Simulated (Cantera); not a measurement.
Input (Python, Cantera):

```python
import numpy as np
import cantera as ct

gas = ct.Solution("h2o2.yaml")
gas.TPX = 375, 56000, {'H2': 1, 'O2': 0.357, 'N2': 1.34}
flame = ct.FreeFlame(gas, width=0.06)
flame.set_refine_criteria(ratio=3, slope=0.08, curve=0.16)
flame.transport_model = "mixture-averaged"
flame.solve(loglevel=0, auto=True)
z, T = flame.grid, flame.T
thick = (T[-1] - T[0]) / np.gradient(T, z).max()
show = ['H2', 'O2', 'H2O2', 'OH', 'O', 'HO2']
print(f"laminar burning velocity  {flame.velocity[0] * 100:.3f} cm/s")
print(f"burnt temperature         {T[-1]:.1f} K")
print(f"thermal thickness         {thick * 1e3:.4f} mm")
print(f"grid points               {len(z)}")
z0 = z[flame.heat_release_rate.argmax()]
print(f"{'z/mm':>9s}{'T/K':>9s}{'u/(m/s)':>9s}" + "".join(f"{s:>11s}" for s in show))
rows = []
for k in (-3, -2, -1.5, -1, -0.5, -0.25, 0, 0.25, 0.5, 1, 2, 4, 8):
    zz = z0 + k * thick
    rows.append([k * thick, np.interp(zz, z, T), np.interp(zz, z, flame.velocity),
                 *(np.interp(zz, z, flame.X[gas.species_index(s)]) for s in show)])
    print(f"{rows[-1][0] * 1e3:9.3f}{rows[-1][1]:9.1f}{rows[-1][2]:9.3f}" + "".join(f"{x:11.3e}" for x in rows[-1][3:]))
```

It prints:

```
laminar burning velocity  399.456 cm/s
burnt temperature         2332.5 K
thermal thickness         0.8012 mm
grid points               129
     z/mm      T/K  u/(m/s)         H2         O2       H2O2         OH          O        HO2
   -2.404    375.0    3.995  3.708e-01  1.324e-01 -1.346e-15  7.556e-18  1.620e-15  1.888e-15
   -1.602    375.0    3.995  3.708e-01  1.324e-01  3.306e-14  1.500e-15  3.208e-13  1.835e-12
   -1.202    375.0    3.995  3.708e-01  1.324e-01  1.322e-12  3.855e-14  7.487e-12  6.828e-11
   -0.801    375.0    3.995  3.708e-01  1.324e-01  1.775e-10  1.152e-11  4.719e-10  8.878e-09
   -0.401    382.3    4.059  3.684e-01  1.328e-01  2.653e-06  6.925e-06  9.470e-07  6.596e-05
   -0.200    633.8    6.552  3.355e-01  1.281e-01  5.908e-05  1.008e-03  1.623e-04  1.895e-04
    0.000   1109.2   11.076  2.304e-01  9.229e-02  3.127e-06  2.191e-03  3.648e-03  5.846e-05
    0.200   1426.6   14.082  1.264e-01  3.074e-02  1.727e-06  6.181e-03  7.414e-03  1.768e-05
    0.401   1567.5   15.371  9.998e-02  1.140e-02  1.200e-06  8.237e-03  6.671e-03  6.133e-06
    0.801   1705.2   16.578  1.001e-01  6.733e-03  7.101e-07  9.819e-03  5.659e-03  3.244e-06
    1.602   1846.0   17.769  1.050e-01  4.968e-03  3.777e-07  1.060e-02  4.389e-03  2.158e-06
    3.205   1986.5   18.920  1.090e-01  3.252e-03  1.929e-07  1.038e-02  2.941e-03  1.331e-06
    6.410   2109.4   19.898  1.121e-01  1.847e-03  1.037e-07  9.025e-03  1.687e-03  7.659e-07
```

Model: the H2/O2 subset of GRI-Mech 3.0, which has no nitrogen chemistry, integrated in Cantera. Burning velocities carry a grid error of a few per cent, more on coarse grids.
